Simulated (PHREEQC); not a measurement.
1 kg of water holding 0.044 mol K2SO4, 0.47 mol K2CO3, 0.31 mol KCl and 0.015 mol KHCO3 is evaporated at 60 °C; the solids stay in contact with the brine. CO2 from the air is kept out. The run lets Arcanite, Kalicinite, Misenite, Sylvite precipitate or redissolve, and no other solid.

All values are PHREEQC results (Pitzer model, pitzer.dat), not measurements.

```csv
water left (kg),ionic strength,water activity,Sylvite (mol),Arcanite (mol),S in solution (mol/kgw),C in solution (mol/kgw)
1,1.86,0.967,0,0,0.0440,0.485
0.6756,2.76,0.950,0,0,…,0.718
0.5553,3.36,0.938,0,0,0.0792,0.873
0.4564,4.08,0.923,0,0,…,1.06
0.3083,6.00,0.877,0,0.00485,…,1.57
0.2083,8.47,0.805,0,0.0340,0.0481,2.33
0.1713,…,0.750,0,…,0.0255,2.83
0.1408,12.4,0.679,0,0.0423,0.0120,3.45
0.09515,16.2,0.569,0.199,0.0437,0.00347,5.10
```

**Question.** What belongs in the gaps?

**Answer.** 
- 0.6756, S in solution (mol/kgw): 0.0651
- 0.4564, S in solution (mol/kgw): 0.0964
- 0.3083, S in solution (mol/kgw): 0.127
- 0.1713, ionic strength: 10.2
- 0.1713, Arcanite (mol): 0.0396

At this temperature some constants are extrapolated from 25 °C, and those without enthalpy data are left unchanged.
